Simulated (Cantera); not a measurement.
A closed system holds: 1 mol Fe₂O₃, 0.51 mol H₂, 0.035 mol H₂O, equilibrated at 1477 °C and 900 Torr.

Method: chemical equilibrium by Gibbs-energy minimisation in Cantera with the NASA 1993 tables (ideal gas, pure condensed phases). Candidate condensed phases: Fe, FeO, Fe(OH)₂, Fe(OH)₃, Fe₂O₃, Fe₃O₄, H₂O; 12 gas species. Mutual solubility and eutectic melting of coexisting phases are not modelled. The tables' stoichiometric FeO is somewhat more stable than real wüstite, so its field is too wide. FeO: taken at fixed stoichiometry. The numbers say what is thermodynamically allowed, not how fast it happens.

Base state: H₂O 0.990, H₂ 0.00945, OH 0.000127, Fe(OH)₂ 0.000107, H 2.06e-5, O₂ 1.02e-5 (mole fractions); condensed: FeO(l) + Fe₃O₄(s).

Task: What changes in the equilibrium state with this change: 0.44 mol CO₂ added?

Result: 
```csv
species,before,after
H₂O,0.990,0.548
CO₂,0,0.432
CO,0,0.0149
Fe(OH)₂,0.000107,5.92e-5
H₂,0.00945,0.00523
OH,0.000127,9.43e-5
"FeO(l), mol",0.515,0.471
"Fe₃O₄(s), mol",0.495,0.510
```
Further candidate phases: C, C₆H₆, C₇H₈, C₈H₁₈, Fe(CO)₅.
